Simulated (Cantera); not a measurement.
Input (Python, Cantera):

```python
import numpy as np
import cantera as ct

gas = ct.Solution("SiF4_NH3_mec.yaml", "gas")
gas.TPX = 1575, 100000, {'NH3': 1, 'H2': 0.9}
inlet = ct.Reservoir(gas, clone=True)

reactor = ct.IdealGasConstPressureReactor(gas, energy="off", clone=False)
exhaust = ct.Reservoir(gas, clone=True)
tau = [7.1, 2.3, 0.74, 0.24, 0.076, 0.024, 0.0079][0]
for a, b in ((inlet, reactor), (reactor, exhaust)):
    ct.MassFlowController(a, b, mdot=lambda t: reactor.mass / tau)
net = ct.ReactorNet([reactor])
show = ['NH3', 'H2', 'NH2', 'N', 'H', 'N2']

rows = []
print(f"{'tau/s':>10s}{'T/K':>9s}" + "".join(f"{s:>11s}" for s in show))
for tau in [7.1, 2.3, 0.74, 0.24, 0.076, 0.024, 0.0079]:
    net.initial_time = 0.0
    net.advance(30 * tau)
    before = gas.X
    net.advance(40 * tau)
    drift = np.max(np.abs(gas.X - before) / (gas.X + 1e-9))
    rows.append([gas.T, *gas[show].X, drift])
    print(f"{tau:10.3e}{gas.T:9.1f}" + "".join(f"{x:11.3e}" for x in gas[show].X))
```

Result:

```
     tau/s      T/K        NH3         H2        NH2          N          H         N2
 7.100e+00   1575.0  3.830e-01  5.700e-01  3.541e-05  2.381e-09  2.254e-05  4.692e-02
 2.300e+00   1575.0  4.625e-01  5.166e-01  4.166e-05  2.632e-09  1.990e-05  2.090e-02
 7.400e-01   1575.0  5.027e-01  4.895e-01  4.468e-05  2.733e-09  1.861e-05  7.712e-03
 2.400e-01   1575.0  5.183e-01  4.791e-01  4.573e-05  2.750e-09  1.808e-05  2.615e-03
 7.600e-02   1575.0  5.237e-01  4.754e-01  4.576e-05  2.697e-09  1.777e-05  8.269e-04
 2.400e-02   1575.0  5.255e-01  4.742e-01  4.471e-05  2.501e-09  1.726e-05  2.474e-04
 7.900e-03   1575.0  5.260e-01  4.738e-01  4.134e-05  1.981e-09  1.593e-05  6.821e-05
```

Detailed kinetics in Cantera: the gas-phase N/H chemistry of the illustrative SiF4/NH3 mechanism in the Surface Chemkin manual (1991). Walls and surfaces, which speed up NH3 decomposition in real reactors, are not modelled.
